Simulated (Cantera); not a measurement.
Cantera run:

```python
import numpy as np
import cantera as ct

gas_names = """
    Mg MgO MgS Mg2 O O2 O3 S SO SO2 SO3 S2 S2O S8
""".split()
cond_names = """
    Mg(cr) Mg(L) MgO(s) MgO(L) MgS(s) MgSO4(s) MgSO4(L) S(cr1) S(cr2) S(L)
""".split()


# ... load() reads the species with a 1 bar reference pressure and builds the phases ...
atoms = {
    'MgO': {'Mg': 1, 'O': 1},
    'SO2': {'S': 1, 'O': 2},
    'O2': {'O': 2},
}
top_T = {'MgS(s)': 2250}  # K; cautious upper limits of use, not melting points


# ... equilibrate(T, P, feed) seeds the gas with the atoms and calls Mixture.equilibrate('TP', solver="vcs", rtol=1e-11, max_steps=5000) ...
results = []
feed = {'MgO': 1, 'SO2': 1.7, 'O2': 5}  # mol
T = 1348.15  # K
P = 101325  # Pa
mix = equilibrate(T, P, feed)
results.append((T, P, feed, dict(zip(mix.species_names, mix.species_moles))))
x = sorted(zip(gas.X, gas.species_names), reverse=True)
print(f"T = {T:g} K  P = {P:g} Pa  gas = {mix.phase_moles(0):.4g} mol")
print("   x: " + "  ".join(f"{s} {v:.3e}" for v, s in x if v > 0.0001))
print("   condensed (mol): " + ("  ".join(f"{mix.phase(i).name} {mix.phase_moles(i):.4g}"
      for i in range(1, mix.n_phases) if mix.phase_moles(i) > 1e-12) or "none"))
```

Output:

```
T = 1348.15 K  P = 101325 Pa  gas = 6.639 mol
   x: O2 7.439e-01  SO2 2.377e-01  SO3 1.833e-02
   condensed (mol): MgO(s) 1
```

Equilibrium computed with Cantera from the NASA thermochemical tables; the gas is ideal and each condensed phase is pure.
